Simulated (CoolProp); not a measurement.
Vapour-liquid equilibrium of isohexane (1) + n-heptane (2) at 1.68 bar; x and y are mole fractions of (1).

Model: multi-fluid Helmholtz-energy mixture model, Lemmon 2006 and Span 2003; pair parameters Bell 2016, in CoolProp.

```json
[
 {"x": "0.05", "bubble temperature (K)": "386.7", "y at the bubble point": "___", "dew temperature at overall composition x (K)": "388.5", "liquid density (mol/L)": "6.007"},
 {"x": "0.125", "bubble temperature (K)": "382.5", "y at the bubble point": "0.268", "dew temperature at overall composition x (K)": "386.5", "liquid density (mol/L)": "6.087"},
 {"x": "0.2", "bubble temperature (K)": "378.6", "y at the bubble point": "0.394", "dew temperature at overall composition x (K)": "384.5", "liquid density (mol/L)": "6.166"},
 {"x": "0.275", "bubble temperature (K)": "375.0", "y at the bubble point": "0.500", "dew temperature at overall composition x (K)": "382.3", "liquid density (mol/L)": "6.242"},
 {"x": "0.35", "bubble temperature (K)": "371.7", "y at the bubble point": "0.590", "dew temperature at overall composition x (K)": "380.0", "liquid density (mol/L)": "6.318"},
 {"x": "0.425", "bubble temperature (K)": "368.6", "y at the bubble point": "0.667", "dew temperature at overall composition x (K)": "377.6", "liquid density (mol/L)": "6.392"},
 {"x": "0.5", "bubble temperature (K)": "365.7", "y at the bubble point": "0.733", "dew temperature at overall composition x (K)": "375.0", "liquid density (mol/L)": "6.465"},
 {"x": "0.575", "bubble temperature (K)": "___", "y at the bubble point": "0.790", "dew temperature at overall composition x (K)": "372.3", "liquid density (mol/L)": "6.538"},
 {"x": "0.65", "bubble temperature (K)": "360.4", "y at the bubble point": "0.840", "dew temperature at overall composition x (K)": "369.3", "liquid density (mol/L)": "6.610"},
 {"x": "0.725", "bubble temperature (K)": "358.0", "y at the bubble point": "0.883", "dew temperature at overall composition x (K)": "366.1", "liquid density (mol/L)": "6.682"},
 {"x": "0.8", "bubble temperature (K)": "___", "y at the bubble point": "0.921", "dew temperature at overall composition x (K)": "362.5", "liquid density (mol/L)": "6.753"},
 {"x": "0.875", "bubble temperature (K)": "353.5", "y at the bubble point": "0.954", "dew temperature at overall composition x (K)": "358.5", "liquid density (mol/L)": "6.824"},
 {"x": "0.95", "bubble temperature (K)": "351.5", "y at the bubble point": "___", "dew temperature at overall composition x (K)": "___", "liquid density (mol/L)": "6.894"}
]
```

Q: Complete the blanks.

A: 
- 0.05, y at the bubble point: 0.117
- 0.575, bubble temperature (K): 363.0
- 0.8, bubble temperature (K): 355.7
- 0.95, y at the bubble point: 0.983
- 0.95, dew temperature at overall composition x (K): 353.8

No azeotrope shows between x = 0.05 and 0.95.

Pair parameters are fitted to limited data, so mixtures are less certain than the pure fluids.
